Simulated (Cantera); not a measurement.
NO annealing gas

An isothermal, constant-pressure homogeneous reactor starts with NO : N2 = 1 : 18 (molar parts), at 2025 K and 0.260 bar.

Cantera simulation using GRI-Mech 3.0 (53 species, 325 reactions); the numbers are that mechanism's predictions, not measurements.

```
t (s)       x NO    x N2O     x NO2       x O   x N2
--------  ------  -------  --------  --------  -----
3.00e-6   0.0526  3.00e-9  1.30e-12   3.00e-9  0.947
8.55e-6   0.0526  8.53e-9  1.05e-11   8.58e-9  0.947
2.44e-5   0.0526  2.42e-8  8.34e-11   2.45e-8  0.947
6.95e-5   0.0526  6.77e-8  6.35e-10   7.07e-8  0.947
0.000198  0.0526  1.84e-7   4.39e-9   2.08e-7  0.947
0.000564  0.0526  4.60e-7   2.49e-8   6.44e-7  0.947
0.00161   0.0526  9.35e-7   1.12e-7   2.17e-6  0.947
0.00458   0.0526  1.29e-6   4.22e-7   7.40e-6  0.947
0.0131    0.0526  1.33e-6   1.27e-6   2.19e-5  0.947
0.0372    0.0525  1.32e-6   2.59e-6   4.54e-5  0.947
0.106     0.0522  1.31e-6   3.14e-6   5.55e-5  0.948
0.302     0.0513  1.26e-6   3.65e-6   6.49e-5  0.948
0.862     0.0484  1.12e-6   4.74e-6   8.81e-5  0.949
2.46      0.0393  7.58e-7   6.11e-6  0.000137  0.954
7.00      0.0184  2.31e-7   4.45e-6  0.000210  0.964
```
x: mole fraction; the columns are a selection and need not sum to one.

Equilibrium at this temperature and pressure: NO 0.00313, N2O 9.95e-8, NO2 9.03e-7, O 0.000250, N2 0.972 (gas phase only).
